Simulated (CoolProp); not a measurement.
Vapour-liquid equilibrium of toluene (1) + m-xylene (2) at 258.45 °C; x and y are mole fractions of (1).

The numbers come from the multi-fluid Helmholtz-energy mixture model, Lemmon 2006 and Zhou 2012; pair parameters Bell 2016 in CoolProp.

| x | bubble pressure (kPa) | y at the bubble point | dew pressure at overall composition x (kPa) | liquid density (mol/L) |
|---|---|---|---|---|
| 0.05 | 1162 | 0.072 | 1150 | 5.793 |
| 0.2 | 1278 | 0.269 | 1235 | 5.872 |
| 0.35 | 1397 | 0.440 | 1332 | 5.950 |
| 0.5 | 1516 | 0.589 | 1443 | 6.030 |
| 0.65 | 1632 | 0.722 | 1568 | 6.112 |
| 0.8 | 1744 | 0.844 | 1704 | 6.202 |
| 0.95 | 1852 | 0.961 | 1842 | 6.303 |

No azeotrope shows between x = 0.05 and 0.95.

The pair parameters rest on a limited set of measurements; away from them the model extrapolates.
